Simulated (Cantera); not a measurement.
An isothermal, constant-pressure homogeneous reactor starts with NO : N2 = 1 : 1.3 (molar parts), at 1773 K and 52.5 Torr. Integrator tolerance rtol = 1e-08.

Computed with Cantera and GRI-Mech 3.0 (53 species, 325 reactions).

```json
[
 {"quantity": "x(NO) at 20.0 s", "before": "0.334 (gas-phase equilibrium 0.00383)", "after": "0.227 (gas-phase equilibrium 0.00383)"},
 {"quantity": "x(O) at 20.0 s", "before": "8.59e-5 (gas-phase equilibrium 0.000166)", "after": "6.78e-5 (gas-phase equilibrium 9.57e-5)"},
 {"quantity": "x(N2) at 20.0 s", "before": "0.616 (gas-phase equilibrium 0.781)", "after": "0.669 (gas-phase equilibrium 0.781)"},
 {"quantity": "x(NO2) at 20.0 s", "before": "0.000114 (gas-phase equilibrium 2.72e-6)", "after": "0.000194 (gas-phase equilibrium 4.72e-6)"},
 {"quantity": "x(N2O) at 20.0 s", "before": "3.95e-5 (gas-phase equilibrium 5.82e-8)", "after": "1.89e-5 (gas-phase equilibrium 1.01e-7)"}
]
```

Name the change that produced these shifts.
A) N2 1.3 to 0.33 parts
B) pressure from 52.5 Torr to 0.210 bar
C) temperature 1773 to 1600 K
D) temperature 1773 to 1525 K

B, pressure from 52.5 Torr to 0.210 bar
